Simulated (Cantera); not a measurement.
Si3H8 + HCl + H2 (silicon epitaxy and polysilicon growth)

Feed: 1 mol Si3H8, 0.024 mol HCl, 16 mol H2, equilibrated at 0.320 bar.

Method: chemical equilibrium by Gibbs-energy minimisation in Cantera with the NASA 1993 tables (ideal gas, pure condensed phases). Candidate condensed phases: Si; 19 gas species. The feed counts by its element totals alone. Gases not in the tables: Si2H6 and higher silanes. The numbers say what is thermodynamically allowed, not how fast it happens.

From 1073 K to 1673 K the condensed part is Si(s). At 1773 K the condensed part is Si(l). The main Si-bearing gas is SiH2Cl2 at 1073 K and SiH2 at 1773 K.

```
T (K)   x H2    x HCl       x H    x SiH2  n Si(s)  n Si(l)
-----  -----  -------  --------  --------  -------  -------
1073   0.999  0.00117   2.47e-8  6.76e-10     3.00        0
1173   0.999  0.00119   2.08e-7   6.80e-9     3.00        0
1273   0.999  0.00119   1.26e-6   4.76e-8     3.00        0
1373   0.999  0.00119   5.88e-6   2.50e-7     3.00        0
1473   0.999  0.00119   2.24e-5   1.05e-6     3.00        0
1573   0.999  0.00119   7.18e-5   3.66e-6     3.00        0
1673   0.999  0.00119  0.000201   1.10e-5     3.00        0
1773   0.998  0.00119  0.000502   2.46e-5        0     3.00
```
x: gas mole fraction; n: condensed amount in mol.
